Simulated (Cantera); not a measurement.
Charge: 1 mol Fe, 0.061 mol CO2, a varied amount of N2, 2.9 mol SO2, at 1023 K and 0.00133 bar.

Method: chemical equilibrium by Gibbs-energy minimisation in Cantera with the NASA 1993 tables (ideal gas, pure condensed phases). Candidate condensed phases: C, Fe, Fe(CO)5, FeO, FeS, FeSO4, FeS2, Fe2O3, Fe2(SO4)3, Fe3O4, S; 38 gas species. Mutual solubility and eutectic melting of coexisting phases are not modelled. FeS: taken at fixed stoichiometry. Gases not in the tables: S3 to S7. Kinetics and transport are ignored.

**Question.** Which condensed phases are stable at each of these points (n(N2) (mol)): 1.6, 2.1, 2.6, 3.4, 4.3, 5.4, 6.9, 8.8, 11, 14, 18, 23, 30?

**Answer.** 
```json
[
 {"n(N2) (mol)": "1.6", "condensed phases": "FeS(s) + Fe3O4(s)", "Fe condensed (%)": "100.0"},
 {"n(N2) (mol)": "2.1", "condensed phases": "FeS(s) + Fe3O4(s)", "Fe condensed (%)": "100.0"},
 {"n(N2) (mol)": "2.6", "condensed phases": "FeS(s) + Fe3O4(s)", "Fe condensed (%)": "100.0"},
 {"n(N2) (mol)": "3.4", "condensed phases": "FeS(s) + Fe3O4(s)", "Fe condensed (%)": "100.0"},
 {"n(N2) (mol)": "4.3", "condensed phases": "FeS(s) + Fe3O4(s)", "Fe condensed (%)": "100.0"},
 {"n(N2) (mol)": "5.4", "condensed phases": "FeS(s) + Fe3O4(s)", "Fe condensed (%)": "100.0"},
 {"n(N2) (mol)": "6.9", "condensed phases": "FeS(s) + Fe3O4(s)", "Fe condensed (%)": "100.0"},
 {"n(N2) (mol)": "8.8", "condensed phases": "FeS(s) + Fe3O4(s)", "Fe condensed (%)": "100.0"},
 {"n(N2) (mol)": "11", "condensed phases": "FeS(s) + Fe3O4(s)", "Fe condensed (%)": "100.0"},
 {"n(N2) (mol)": "14", "condensed phases": "Fe3O4(s)", "Fe condensed (%)": "100.0"},
 {"n(N2) (mol)": "18", "condensed phases": "Fe3O4(s)", "Fe condensed (%)": "100.0"},
 {"n(N2) (mol)": "23", "condensed phases": "Fe3O4(s)", "Fe condensed (%)": "100.0"},
 {"n(N2) (mol)": "30", "condensed phases": "Fe3O4(s)", "Fe condensed (%)": "100.0"}
]
```

From 1.6 mol N2 to 11 mol N2 the condensed part is FeS(s) + Fe3O4(s). From 14 mol N2 to 30 mol N2 the condensed part is Fe3O4(s).
